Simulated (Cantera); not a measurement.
Feed: 1 mol BCl₃, 1.6 mol O₂, 1.8 mol H₂, at 1098.15 K.

These are equilibrium values from Cantera (NASA tables, ideal gas, pure condensed phases), not measurements of a reactor. Candidate condensed phases: B, B₂O₃, B₃O₃H₃, H₂O; 33 gas species. Gases not in the tables: H₃BO₃. Kinetics and transport are ignored.

log p: log10 of the partial pressure in bar; n: condensed amount in mol.

```csv
P (Pa),log p HCl,log p H₂O,log p O₂,log p Cl₂,log p Cl,n B₂O₃(l)
10,-4.14,-5.08,-4.77,-6.32,-5.99,0.490
28,-3.69,-4.62,-4.32,-5.67,-5.66,0.494
77,-3.25,-4.16,-3.89,-5.04,-5.35,0.496
220,-2.80,-3.68,-3.44,-4.39,-5.03,0.498
600,-2.38,-3.21,-3.01,-3.80,-4.73,0.498
1700,-1.93,-2.71,-2.57,-3.19,-4.42,0.499
4600,-1.51,-2.23,-2.15,-2.63,-4.14,0.498
13000,…,…,…,…,…,0.498
36000,…,…,…,…,…,0.496
100000,-0.24,-0.73,-0.89,-0.95,-3.31,0.492
```

Q: Complete the blanks.

A: 
- 13000, log p HCl: -1.08
- 13000, log p H₂O: -1.72
- 13000, log p O₂: -1.72
- 13000, log p Cl₂: -2.05
- 13000, log p Cl: -3.85
- 36000, log p HCl: -0.66
- 36000, log p H₂O: -1.22
- 36000, log p O₂: -1.30
- 36000, log p Cl₂: -1.50
- 36000, log p Cl: -3.58
